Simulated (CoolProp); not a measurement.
A single-stage vapour-compression cycle with hydrogen sulfide: evaporating at 295.15 K (dew point), condensing at 359.15 K (bubble point), superheat 2 K, subcooling 0 K, compressor efficiency 0.8, no pressure losses. Each further row changes one setting.

Model: reference Helmholtz-energy equation of state, Lemmon 2006, in CoolProp. It is a short technical equation, of lower accuracy than the large ones.

```
case                              cooling COP  pressure ratio  discharge temperature (K)  refrigerating effect (kJ/kg)  volumetric capacity (kJ/m³)
--------------------------------  -----------  --------------  -------------------------  ----------------------------  ---------------------------
as stated                                2.16            3.77                      435.9                           253                         7840
evaporating temperature 300.15 K         2.43             ___                      428.0                           253                          ___
condensing temperature 354.15 K          2.51            3.45                        ___                           271                         8410
subcooling 5 K                            ___            3.77                      435.9                           274                         8500
superheat 12 K                            ___            3.77                      450.4                           266                          ___
compressor efficiency 0.7                1.89            3.77                      447.4                           253                         7840
```

What belongs in the gaps?


- evaporating temperature 300.15 K, pressure ratio: 3.34
- evaporating temperature 300.15 K, volumetric capacity (kJ/m³): 8910
- condensing temperature 354.15 K, discharge temperature (K): 425.2
- subcooling 5 K, cooling COP: 2.35
- superheat 12 K, cooling COP: 2.15
- superheat 12 K, volumetric capacity (kJ/m³): 7810
